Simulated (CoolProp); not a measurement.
Model: reference Helmholtz-energy equation of state, Setzmann 1991, in CoolProp.

Q: Give the vapour pressure (MPa), vapour density (kg/m³), enthalpy of vaporisation (kJ/kg) of saturated methane at -106.35 °C.

A: 
| T (°C) | p (MPa) | vapour density (kg/m³) | enthalpy of vaporisation (kJ/kg) |
|---|---|---|---|
| -106.35 | 2.07 | 34.0 | 339 |
